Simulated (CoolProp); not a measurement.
Vapour-liquid equilibrium of ethanol (1) + p-xylene (2) at 436.8 K; x and y are mole fractions of (1).

Computed with CoolProp (multi-fluid Helmholtz-energy mixture model, Schroeder 2014 and Zhou 2012; pair parameters Bell 2016).

```json
[
 {"x": "0.05", "bubble pressure (MPa)": "0.3831", "y at the bubble point": "0.497", "dew pressure at overall composition x (MPa)": "0.2010", "liquid density (mol/L)": "6.994"},
 {"x": "0.15", "bubble pressure (MPa)": "0.6359", "y at the bubble point": "[?]", "dew pressure at overall composition x (MPa)": "0.2254", "liquid density (mol/L)": "7.312"},
 {"x": "0.25", "bubble pressure (MPa)": "0.7796", "y at the bubble point": "0.761", "dew pressure at overall composition x (MPa)": "0.2560", "liquid density (mol/L)": "[?]"},
 {"x": "0.35", "bubble pressure (MPa)": "[?]", "y at the bubble point": "0.792", "dew pressure at overall composition x (MPa)": "0.2959", "liquid density (mol/L)": "8.094"},
 {"x": "0.45", "bubble pressure (MPa)": "0.9392", "y at the bubble point": "0.816", "dew pressure at overall composition x (MPa)": "0.3502", "liquid density (mol/L)": "8.585"},
 {"x": "0.55", "bubble pressure (MPa)": "1.004", "y at the bubble point": "0.839", "dew pressure at overall composition x (MPa)": "0.4280", "liquid density (mol/L)": "9.164"},
 {"x": "0.65", "bubble pressure (MPa)": "1.073", "y at the bubble point": "[?]", "dew pressure at overall composition x (MPa)": "0.5486", "liquid density (mol/L)": "9.855"},
 {"x": "0.75", "bubble pressure (MPa)": "1.149", "y at the bubble point": "0.897", "dew pressure at overall composition x (MPa)": "0.7509", "liquid density (mol/L)": "10.69"},
 {"x": "0.85", "bubble pressure (MPa)": "1.233", "y at the bubble point": "0.935", "dew pressure at overall composition x (MPa)": "1.033", "liquid density (mol/L)": "11.69"},
 {"x": "0.95", "bubble pressure (MPa)": "1.324", "y at the bubble point": "0.978", "dew pressure at overall composition x (MPa)": "1.265", "liquid density (mol/L)": "12.91"}
]
```

Complete the blanks.


- 0.15, y at the bubble point: 0.700
- 0.25, liquid density (mol/L): 7.675
- 0.35, bubble pressure (MPa): 0.8701
- 0.65, y at the bubble point: 0.865

No azeotrope shows between x = 0.05 and 0.95.

The pair parameters rest on a limited set of measurements; away from them the model extrapolates. With so large a gap from Raoult's law the liquid may split in two, which this calculation doesn't test in full.
